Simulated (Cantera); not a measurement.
A freely propagating, adiabatic, planar premixed flame of CH4 : O2 : N2 = 1 : 1.43 : 5.37 (molar parts), unburnt at 475 K and 0.170 bar; mixture-averaged transport, grid criteria slope 0.08 and curve 0.16, no radiation.

Detailed kinetics in Cantera: GRI-Mech 3.0 (53 species, 325 reactions). Burning velocities carry a grid error of a few per cent, more on coarse grids.

**Question.** Predict: laminar burning velocity; thermal thickness; peak x(CH2CO); peak x(CH3); peak x(HCO).

**Answer.** 
- laminar burning velocity = 73.2 cm/s
- thermal thickness = 2.28 mm
- peak x(CH2CO) = 0.000233
- peak x(CH3) = 0.00511
- peak x(HCO) = 4.91e-5
